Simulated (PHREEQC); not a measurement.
BaCl2 is added in steps, without added water, to 1 kg of water holding 0.0051 mol/kgw K2CO3, 4.2e-07 mol/kgw H4SiO4 and 0.0016 mol/kgw CO2, at 25 °C. Oxygen is held at 0.21 atm. The system is closed to CO2. Only these solids could form: Witherite, Chalcedony.

Base run: PHREEQC, ion-association model, wateq4f.dat. Each further column changes one thing. The table gives pH.

```json
[
 {"BaCl2 added (mol)": "0", "base": "10.18", "Davies equation for every ion": "10.17", "Debye-Hückel limiting law": "10.15", "database phreeqc.dat": "10.18", "metal-ligand complexes left out": "10.18"},
 {"BaCl2 added (mol)": "0.003875", "base": "8.00", "Davies equation for every ion": "8.00", "Debye-Hückel limiting law": "8.02", "database phreeqc.dat": "8.00", "metal-ligand complexes left out": "7.99"},
 {"BaCl2 added (mol)": "0.009042", "base": "7.02", "Davies equation for every ion": "7.03", "Debye-Hückel limiting law": "7.08", "database phreeqc.dat": "7.03", "metal-ligand complexes left out": "7.01"},
 {"BaCl2 added (mol)": "0.01292", "base": "6.88", "Davies equation for every ion": "6.88", "Debye-Hückel limiting law": "6.96", "database phreeqc.dat": "6.88", "metal-ligand complexes left out": "6.86"},
 {"BaCl2 added (mol)": "0.01808", "base": "6.77", "Davies equation for every ion": "6.78", "Debye-Hückel limiting law": "6.88", "database phreeqc.dat": "6.78", "metal-ligand complexes left out": "6.76"},
 {"BaCl2 added (mol)": "0.02196", "base": "6.71", "Davies equation for every ion": "6.72", "Debye-Hückel limiting law": "6.84", "database phreeqc.dat": "6.72", "metal-ligand complexes left out": "6.70"},
 {"BaCl2 added (mol)": "0.02712", "base": "6.66", "Davies equation for every ion": "6.67", "Debye-Hückel limiting law": "6.81", "database phreeqc.dat": "6.67", "metal-ligand complexes left out": "6.65"},
 {"BaCl2 added (mol)": "0.031", "base": "6.63", "Davies equation for every ion": "6.64", "Debye-Hückel limiting law": "6.80", "database phreeqc.dat": "6.64", "metal-ligand complexes left out": "6.61"}
]
```

 phreeqc.dat and wateq4f.dat share most of their constants, so their agreement is no independent check. Solids allowed in the column 'database phreeqc.dat': Witherite, Quartz, Sylvite.
